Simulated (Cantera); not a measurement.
An adiabatic, constant-pressure homogeneous reactor starts with 8.60 % CH₄, 10.7 % O₂, 80.7 % N₂, equivalence ratio 1.6, at 1800 K and 1.00 bar.

Computed with Cantera and GRI-Mech 3.0 (53 species, 325 reactions).

### Question
Predict: time of steepest temperature rise; temperature at 0.400 s; equilibrium temperature; x(O₂) at 0.400 s; x(H₂O) at 0.400 s; x(HCO) at 0.400 s; x(CO) at 0.400 s.

### Answer
```json
{
 "time_of_steepest_temperature_rise": "0.194 ms",
 "temperature at 0.400 s": "2576 K",
 "equilibrium_temperature": "2576 K",
 "x(O₂) at 0.400 s": "0.000223 (gas-phase equilibrium 0.000223)",
 "x(H₂O) at 0.400 s": "0.0983 (gas-phase equilibrium 0.0983)",
 "x(HCO) at 0.400 s": "6.67e-8 (gas-phase equilibrium 6.67e-8)",
 "x(CO) at 0.400 s": "0.0630 (gas-phase equilibrium 0.0630)"
}
```
